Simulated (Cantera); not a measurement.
Input: 1 mol C₂H₅OH, 0.73 mol NH₃, 30 mol H₂, 0.0072 mol O₂, at 750 Torr.

These are equilibrium values from Cantera (NASA tables, ideal gas, pure condensed phases), not measurements of a reactor. Candidate condensed phases: C, C₆H₆, C₇H₈, C₈H₁₈, H₂O; 136 gas species. The numbers say what is thermodynamically allowed, not how fast it happens.

Over these rows the condensed part is C(graphite). Partial pressures as log10 of bar:

| T (K) | 1000/T (1/K) | log p H₂O | log p H₂ | log p CO | log p N₂ |
|---|---|---|---|---|---|
| 1225 | 0.8163 | -3.28 | -0.02 | -1.55 | -1.98 |
| 1425 | 0.7018 | -4.08 | -0.02 | -1.54 | -1.99 |
| 1625 | 0.6154 | ? | -0.02 | -1.54 | -1.99 |
| 1825 | 0.5479 | -5.16 | -0.02 | -1.54 | -2.00 |
| 2025 | 0.4938 | -5.54 | -0.02 | -1.54 | -2.02 |
| 2225 | 0.4494 | -5.85 | -0.02 | -1.54 | -2.06 |

Question: Fit log p(H₂O) = a + b·(1000/T) to the five rows, give the apparent enthalpy, and predict the row at 1625 K.

Answer: Means: 1000/T = 0.6018, log p = -4.782. Sxy = 0.657380, Sxx = 0.0938052, so b = 7.01 and a = -4.782 − (7.01)×0.6018 = -9.00.
Apparent enthalpy: −19.145 × (7.01) = -134 kJ/mol. With the condensed phases at unit activity, H₂(g) + CO(g) = H₂O(g) + C(graphite) links this pressure to the main gases: over the six rows their terms move log p by +0.01 in all, so the slope is close to that reaction's ΔH°. The five rows lie within 0.01 of the line.
Prediction at 1625 K: -9.00 + (7.01)×0.6154 = -4.69. The computed value is -4.69, 0.00 from the line.
